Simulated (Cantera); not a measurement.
An isothermal, constant-pressure homogeneous reactor starts with CH4 : N2 = 1 : 12 (molar parts), at 1875 K and 9.00 Torr.

Detailed kinetics in Cantera: GRI-Mech 3.0 (53 species, 325 reactions). GRI-Mech 3.0 stops at C3 and has no aromatics, soot or wall deposition, so with more carbon than oxygen in the feed, carbon stays in small species such as C2H2 where larger ones or solid carbon would form. Radical loss at walls, strong at low pressure, is not modelled.

One state of this run: x CH4 = 7.78e-6; x HCN = 0.000117; x H2 = 0.106; x H = 0.00188; x C2H = 7.47e-6; x CH2 = 5.78e-8. x: mole fraction; the columns are a selection and need not sum to one.

Task: Which value of t (s) does it belong to?
A) 4.00
B) 0.00949
C) 0.711
D) 0.00400

Result: A, 4.00
